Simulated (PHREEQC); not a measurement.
Solution (15 °C): 1.38 mmol/kgw HF, 4.4 mmol/kgw H2SiF6, 46 mmol/kgw H3BO3 and 0.122 mmol/kgw H2SO4. Closed to the air; pH follows from the charge balance.

The numbers come from PHREEQC with the ion-association model, wateq4f.dat.

This is a speciation only: nothing precipitates in the calculation.

Estimate the pH, ionic strength.

pH 2.14; ionic strength 0.00950 mol/kgw.

In which forms is Si present?

H4SiO4 67 %, SiF6-2 33 % of the Si.

The solution is supersaturated, for example in SiO2(a), Quartz (slow to form), so a real one may precipitate; this is no full list. SiF6-2 is the database's only silicon fluoride. Real BF4- forms and hydrolyses slowly; the run takes it at equilibrium.
